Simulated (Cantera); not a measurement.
An isothermal, constant-pressure homogeneous reactor starts with 0.902 % H₂, 99.1 % O₂, at 1423 K and 20.0 Torr.

Computed with Cantera and the H2/O2 subset of GRI-Mech 3.0, which has no nitrogen chemistry. Radical loss at walls, strong at low pressure, is not modelled.

One state of this run: x H₂ = 7.61e-8; x O₂ = 0.991; x H₂O = 0.00903; x OH = 6.19e-5; x H₂O₂ = 3.34e-10. x: mole fraction; the columns are a selection and need not sum to one.

Q: Which value of t (s) does it belong to?
A. 0.0102
B. 100
C. 1.95
D. 7.25

A: D, 7.25
